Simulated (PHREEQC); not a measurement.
Consider water at 73 °C with 0.018 mol/kgw HF, 0.029 mol/kgw NH4F, 0.037 mol/kgw (NH4)2SiF6 and 0.72 mol/kgw H2SO4. Closed to the air; pH follows from the charge balance.

The numbers come from PHREEQC with the ion-association model, phreeqc.dat.

```json
[
 {"quantity": "pH", "before": "0.28", "after": "0.25"},
 {"quantity": "ionic strength (mol/kgw)", "before": "0.871", "after": "0.939"},
 {"quantity": "HSO4- (mol/kgw)", "before": "0.696", "after": "0.659"},
 {"quantity": "HF (mol/kgw)", "before": "0.0542", "after": "0.0469"},
 {"quantity": "SO4-2 (mol/kgw)", "before": "0.0218", "after": "0.0541"},
 {"quantity": "NH4SO4- (mol/kgw)", "before": "0.00269", "after": "0.00707"}
]
```

**Question.** What was changed between the two runs?
A) temperature from 73 to 30 °C
B) 0.0074 mol/kgw Na2SO4 added
C) HF from 0.018 to 0.18 mol/kgw
D) diluted 100-fold with water
E) (NH4)2SiF6 replaced by NaBF4 at the same molality

**Answer.** A, temperature from 73 to 30 °C

This is a speciation only: nothing precipitates in the calculation. The ionic strength passes 0.7 mol/kgw, the rough limit of the ion-association models, in every such run. Some of these states are supersaturated (in Quartz (slow to form), Chalcedony (slow to form), for instance). Away from 25 °C the constants follow the database's enthalpies or fits; those with neither stay at their 25 °C values. SiF6-2 is the database's only silicon fluoride.
